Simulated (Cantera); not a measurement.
A Cantera script and what it prints.

```python
import numpy as np
import cantera as ct

gas_names = """
    B BCL BCL2 BCL3 BH BH2 BH3 BO BOCL BO2 B2 B2O B2O2 B2O3 B3O3CL3 B3O3H3 CL CLO CL2 H HBO HBO2 HCL
    HOCL HO2 H2 H2O H2O2 H3B3O6 O OH O2 O3
""".split()
cond_names = """
    B(b) B(L) B2O3(L) B3O3H3(cr) H2O(s) H2O(L)
""".split()


# ... load() reads the species with a 1 bar reference pressure and builds the phases ...
atoms = {
    'BCl3': {'B': 1, 'CL': 3},
    'H2O': {'H': 2, 'O': 1},
}
top_T = {}  # K; cautious upper limits of use, not melting points


# ... equilibrate(T, P, feed) seeds the gas with the atoms and calls Mixture.equilibrate('TP', solver="vcs", rtol=1e-11, max_steps=5000) ...
results = []
T = 1398.15  # K
P = 1000  # Pa
for m in [1.2, 1.6, 2.1, 2.8, 3.7, 4.9, 6.5, 8.6, 11, 15, 20]:
    feed = {'BCl3': 1, 'H2O': m}  # mol
    mix = equilibrate(T, P, feed)
    results.append((T, P, feed, dict(zip(mix.species_names, mix.species_moles))))
    x = sorted(zip(gas.X, gas.species_names), reverse=True)
    print(f"T = {T:g} K  P = {P:g} Pa  n(H2O) = {m:g} mol  gas = {mix.phase_moles(0):.4g} mol")
    print("   x: " + "  ".join(f"{s} {v:.3e}" for v, s in x if v > 0.001))
    print("   condensed (mol): " + ("  ".join(f"{mix.phase(i).name} {mix.phase_moles(i):.4g}"
          for i in range(1, mix.n_phases) if mix.phase_moles(i) > 1e-12) or "none"))
```

It prints:

```
T = 1398.15 K  P = 1000 Pa  n(H2O) = 1.2 mol  gas = 2.615 mol
   x: HCL 9.159e-01  BCL3 5.597e-02  B3O3CL3 1.832e-02  BOCL 7.037e-03  CL 1.358e-03
   condensed (mol): B2O3(L) 0.3445
T = 1398.15 K  P = 1000 Pa  n(H2O) = 1.6 mol  gas = 3.126 mol
   x: HCL 9.581e-01  H2O 2.487e-02  HBO2 1.446e-02  CL 1.393e-03
   condensed (mol): B2O3(L) 0.4763
T = 1398.15 K  P = 1000 Pa  n(H2O) = 2.1 mol  gas = 3.668 mol
   x: HCL 8.166e-01  H2O 1.461e-01  HBO2 3.505e-02  CL 1.251e-03
   condensed (mol): B2O3(L) 0.4346
T = 1398.15 K  P = 1000 Pa  n(H2O) = 2.8 mol  gas = 4.409 mol
   x: HCL 6.793e-01  H2O 2.709e-01  HBO2 4.773e-02  CL 1.101e-03
   condensed (mol): B2O3(L) 0.3931
T = 1398.15 K  P = 1000 Pa  n(H2O) = 3.7 mol  gas = 5.355 mol
   x: HCL 5.592e-01  H2O 3.822e-01  HBO2 5.669e-02
   condensed (mol): B2O3(L) 0.3457
T = 1398.15 K  P = 1000 Pa  n(H2O) = 4.9 mol  gas = 6.614 mol
   x: H2O 4.818e-01  HCL 4.527e-01  HBO2 6.366e-02
   condensed (mol): B2O3(L) 0.2858
T = 1398.15 K  P = 1000 Pa  n(H2O) = 6.5 mol  gas = 8.291 mol
   x: H2O 5.681e-01  HCL 3.611e-01  HBO2 6.912e-02
   condensed (mol): B2O3(L) 0.2082
T = 1398.15 K  P = 1000 Pa  n(H2O) = 8.6 mol  gas = 10.49 mol
   x: H2O 6.396e-01  HCL 2.854e-01  HBO2 7.334e-02
   condensed (mol): B2O3(L) 0.1079
T = 1398.15 K  P = 1000 Pa  n(H2O) = 11 mol  gas = 13 mol
   x: H2O 6.926e-01  HCL 2.304e-01  HBO2 7.547e-02
   condensed (mol): none
T = 1398.15 K  P = 1000 Pa  n(H2O) = 15 mol  gas = 17 mol
   x: H2O 7.646e-01  HCL 1.761e-01  HBO2 5.811e-02
   condensed (mol): none
T = 1398.15 K  P = 1000 Pa  n(H2O) = 20 mol  gas = 22 mol
   x: H2O 8.179e-01  HCL 1.361e-01  HBO2 4.509e-02
   condensed (mol): none
```

Equilibrium computed with Cantera from the NASA thermochemical tables; the gas is ideal and each condensed phase is pure. The tables' values for BOCl are old estimates; treat these amounts as uncertain. Gases not in the tables: H3BO3.
